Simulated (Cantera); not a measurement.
A perfectly stirred reactor is fed with N₂O : N₂ = 1 : 0.11 (molar parts), at 15.0 Torr; it is held at 1550 K, and followed from long to short residence time.

Computed with Cantera and GRI-Mech 3.0 (53 species, 325 reactions). GRI-Mech 3.0 was tuned for natural gas; its chemistry of N2O as a main component is partial and can be far from experiment. Radical loss at walls, strong at low pressure, is not modelled. The temperature is held fixed by assumption; the heat of reaction is taken as removed at once.

Problem. Predict: x(N₂O) at τ = 7.80 s; x(N₂) at τ = 7.80 s; x(NO) at τ = 7.80 s; x(NO₂) at τ = 7.80 s; x(O₂) at τ = 7.80 s; x(N₂O) at τ = 0.270 s; x(N₂) at τ = 0.270 s; x(NO) at τ = 0.270 s; x(NO₂) at τ = 0.270 s; x(O₂) at τ = 0.270 s.

Solution. 
```json
{
  "x(N₂O) at τ = 7.80 s": "0.0386",
  "x(N₂) at τ = 7.80 s": "0.586",
  "x(NO) at τ = 7.80 s": "0.157",
  "x(NO₂) at τ = 7.80 s": "4.28e-5",
  "x(O₂) at τ = 7.80 s": "0.219",
  "x(N₂O) at τ = 0.270 s": "0.501",
  "x(N₂) at τ = 0.270 s": "0.323",
  "x(NO) at τ = 0.270 s": "0.0753",
  "x(NO₂) at τ = 0.270 s": "1.33e-5",
  "x(O₂) at τ = 0.270 s": "0.100"
}
```
